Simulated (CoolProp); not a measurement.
The numbers come from the reference Helmholtz-energy equation of state, McLinden 2020 in CoolProp.

Problem. For R1336mzz(Z), give the phase and the Z, speed of sound (m/s), isothermal compressibility (1/MPa) at 241.2 K and 1.01 bar; 279.4 K and 1.01 bar.

Solution. 
- 241.2 K and 1.01 bar: liquid; Z 0.00549, speed of sound 843, isothermal compressibility 0.00129
- 279.4 K and 1.01 bar: liquid; Z 0.00505, speed of sound 696, isothermal compressibility 0.00198
